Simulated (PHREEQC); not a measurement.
Consider water at 25 °C with 0.038 mol/kgw K3PO4. Closed to the air; pH follows from the charge balance.

Model: ion-association model, wateq4f.dat, run in PHREEQC.

```
quantity                   before    after
------------------------  -------  -------
pH                          11.98    11.84
ionic strength (mol/kgw)    0.200    0.193
HPO4-2 (mol/kgw)           0.0126   0.0155
H2PO4- (mol/kgw)          8.55e-8  1.45e-7
```

**Question.** Name the change that produced these shifts.
A. 0.0067 mol/kgw HNO3 added
B. K3PO4 replaced by H3PO4 at the same molality
C. diluted 5-fold with water
D. diluted 2-fold with water
E. diluted 10-fold with water

**Answer.** A, 0.0067 mol/kgw HNO3 added

Precipitation was switched off in this run. H3PO4, which wateq4f.dat lacks, is added to it with the constant of phreeqc.dat.
